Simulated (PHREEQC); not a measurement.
Solution (25 °C): 0.00333 mol HCl, 0.019 mol CuSO4 and 0.02 mol MnSO4 per kg of water. Closed to the air; pH follows from the charge balance.

Computed with PHREEQC (ion-association model, phreeqc.dat).

Question: The ionic strength comes out as 0.0954 mol/kgw. What activity coefficients do Cu+2, MnCl+, SO4-2, H+, CuCl+ get?

Answer: Cu+2 0.41, MnCl+ 0.79, SO4-2 0.38, H+ 0.83, CuCl+ 0.77.

No solid was allowed to form.
